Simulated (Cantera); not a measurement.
Charge: 1 mol FeS₂, 2.2 mol H₂S, 1.3 mol N₂, held at 13.3 mbar.

Method: chemical equilibrium by Gibbs-energy minimisation in Cantera with the NASA 1993 tables (ideal gas, pure condensed phases). Candidate condensed phases: Fe, FeS, FeS₂, S; 16 gas species. FeS: taken at fixed stoichiometry. Equilibrium is a limit: real reactors are often held back by kinetics, nucleation or transport. All values below are at 1523 K.

Base state: H₂ 0.370, S₂ 0.285, N₂ 0.264, H₂S 0.0743, SH 0.00576, S 0.000245, H 0.000122 (mole fractions); condensed: FeS(l).

What changes in the equilibrium state with this change: 0.24 mol CH₄ added?


```
species        before     after
-----------  --------  --------
H₂              0.370     0.422
N₂              0.264     0.241
S₂              0.285     0.213
CS₂                 0    0.0442
H₂S            0.0743    0.0732
CS                  0  0.000330
HCN                 0   1.60e-5
S            0.000245  0.000212
FeS(l), mol     1.000     1.000
```
Further candidate phases: C, C₆H₆, C₇H₈, C₈H₁₈.
